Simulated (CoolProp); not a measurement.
A Linde-Hampson liquefier for nitrogen: isothermal reversible compression at 300 K from 1 atm to 5 MPa, throttling to 1 atm, return gas leaving the recuperator 10 K below the feed. Each further row changes one setting.

The numbers come from the reference Helmholtz-energy equation of state, Span 2000 in CoolProp.

```csv
case,liquid yield per pass,compression work (kJ/kg of gas)
as stated,no liquid,347
high pressure 10 MPa,[?],[?]
warm-end temperature 330 K,no liquid,[?]
warm-end gap 15 K,no liquid,347
```

### Question
What belongs in the gaps?

### Answer

- high pressure 10 MPa, liquid yield per pass: 0.021
- high pressure 10 MPa, compression work (kJ/kg of gas): 408
- warm-end temperature 330 K, compression work (kJ/kg of gas): 382
